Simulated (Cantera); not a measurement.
A closed system holds: 1 mol HMDSO, 6.2 mol CO2, 1.9 mol N2O, held at 1202 °C and 34.0 Pa.

Equilibrium computed with Cantera from the NASA thermochemical tables; the gas is ideal and each condensed phase is pure. The feed counts by its element totals alone. The tables hold silica as quartz up to 1696 K and as liquid above; real silica turns to tridymite and cristobalite and melts near 1996 K. Kinetics and transport are ignored.

| species | before | after |
|---|---|---|
| CO | 0.508 | 0.508 |
| H2 | 0.375 | 0.375 |
| N2 | 0.0791 | 0.104 |
| SiO | 0.0375 | 0.0126 |
| CO2 | 1.32e-5 | 3.92e-5 |
| H2O | 2.41e-5 | 7.18e-5 |
| H | 0.000431 | 0.000430 |
| SiO2(β-quartz), mol | 1.10 | 1.70 |
Gas species are given as mole fractions.

What was changed between the two runs?
A) temperature from 1202 °C to 1327 °C
B) N2O from 1.9 to 2.5 mol
C) N2O from 1.9 to 0.54 mol
D) N2O from 1.9 to 0.81 mol

B, N2O from 1.9 to 2.5 mol
